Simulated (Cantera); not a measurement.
# Silicon etching in halogen gases: Si + NF₃ + N₂

Input: 1 mol Si, 3.4 mol NF₃, 10 mol N₂, held at 1202 °C and 195 Torr.

Method: chemical equilibrium by Gibbs-energy minimisation in Cantera with the NASA 1993 tables (ideal gas, pure condensed phases). Candidate condensed phases: Si, Si₃N₄; 16 gas species. Kinetics and transport are ignored.

```json
{
  "x(N₂)": "0.622",
  "x(F)": "0.321",
  "x(SiF₄)": "0.0531",
  "x(F₂)": "0.00451",
  "gas_amount": "18.82 mol",
  "log10 activity of Si(s) (absent)": "-45.68"
}
```
